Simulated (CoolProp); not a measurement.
Vapour-liquid equilibrium of dimethyl ether (1) + 1-butene (2) at -57.05 °C; x and y are mole fractions of (1).

Model: multi-fluid Helmholtz-energy mixture model, Wu 2011 and Lemmon 2005; pair parameters Bell 2016, in CoolProp.

```csv
x,"bubble pressure, mixture model (kPa)","bubble pressure, Raoult's law (kPa)","y, mixture model","y, Raoult's law"
0.05,9.084,8.653,0.153,0.112
0.125,10.45,9.504,0.318,0.256
0.2,11.68,10.36,0.437,0.375
0.275,12.78,11.21,0.527,0.477
0.35,13.76,12.06,0.599,0.564
0.425,14.65,12.91,0.658,0.640
0.5,15.45,13.76,0.709,0.706
0.575,16.18,14.61,0.755,0.765
0.65,16.85,15.46,0.798,0.817
0.725,17.48,16.31,0.839,0.864
0.8,18.06,17.17,0.879,0.906
0.875,18.61,18.02,0.922,0.944
0.95,19.12,18.87,0.967,0.979
```

The largest gap from Raoult's law is +14.1 % in bubble pressure, at x = 0.35. No azeotrope shows between x = 0.05 and 0.95.

Pair parameters are fitted to limited data, so mixtures are less certain than the pure fluids.
